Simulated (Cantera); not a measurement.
## HBr + H2O + H2 (abatement and gas-phase synthesis)

A closed system holds: 1 mol HBr, 0.25 mol H2O, a varied amount of H2, held at 2473 K and 120000 Pa.

Method: chemical equilibrium by Gibbs-energy minimisation in Cantera with the NASA 1993 tables (ideal gas, pure condensed phases). Candidate condensed phases: Br2, H2O; 12 gas species. The numbers say what is thermodynamically allowed, not how fast it happens.

```tsv
n(H2) (mol)	log p H2	log p HBr	log p Br	log p H2O	log p H
0.65	-0.35	-0.36	-0.81	-0.84	-1.82
2	-0.13	-0.56	-1.11	-1.05	-1.72
3.3	-0.07	-0.69	-1.28	-1.20	-1.68
4.6	-0.03	-0.80	-1.40	-1.30	-1.67
5.9	-0.01	-0.88	-1.50	-1.39	-1.66
7.2	0.00	-0.95	-1.57	-1.46	-1.65
8.5	0.01	-1.01	-1.64	-1.52	-1.65
9.8	0.02	-1.06	-1.69	-1.58	-1.64
11	0.02	-1.11	-1.74	-1.62	-1.64
12	0.03	-1.14	-1.78	-1.65	-1.64
```
log p: log10 of the partial pressure in bar; nothing condenses.

From 0.65 mol H2 to 12 mol H2 nothing is condensed.
